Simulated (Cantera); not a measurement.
An isothermal, constant-pressure homogeneous reactor starts with 0.237 % CH2O, 1.18 % O2, 98.6 % N2, at 1400 K and 1.00 bar.

Model: GRI-Mech 3.0 (53 species, 325 reactions), integrated in Cantera.

One state of this run: x CH2O = <1e-12; x O2 = 0.00946; x CH3 = <1e-12; x CH2CO = <1e-12; x N2O = 1.23e-8; x HO2 = 1.36e-9; x CO = 2.41e-8. x: mole fraction; the columns are a selection and need not sum to one.

Question: Which value of t (s) does it belong to?
A) 0.00854
B) 0.00370
C) 3.00
D) 0.0197

Answer: C, 3.00
